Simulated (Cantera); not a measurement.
A perfectly stirred reactor is fed with CO : O2 : H2O : N2 = 0.0079 : 0.013 : 0.00018 : 1 (molar parts), at 1.01 bar; it is held at 850 K, and followed from long to short residence time.

Cantera simulation using GRI-Mech 3.0 (53 species, 325 reactions); the numbers are that mechanism's predictions, not measurements.

**Question.** What does this change do: temperature 850 to 1223 K?

**Answer.** 
| quantity | before | after |
|---|---|---|
| x(CO) at τ = 5.60 s | 0.00774 | 0.000178 |
| x(O2) at τ = 5.60 s | 0.0127 | 0.00898 |
| x(H2O) at τ = 5.60 s | 0.000176 | 0.000175 |
| x(HO2) at τ = 5.60 s | 2.69e-10 | 2.35e-7 |
| x(O) at τ = 5.60 s | 1.81e-11 | 9.03e-6 |
| x(CO) at τ = 12.0 ms | 0.00774 | 0.00567 |
| x(O2) at τ = 12.0 ms | 0.0127 | 0.0116 |
| x(H2O) at τ = 12.0 ms | 0.000176 | 0.000161 |
| x(HO2) at τ = 12.0 ms | <1e-12 | 1.05e-6 |
| x(O) at τ = 12.0 ms | 8.54e-12 | 0.000205 |
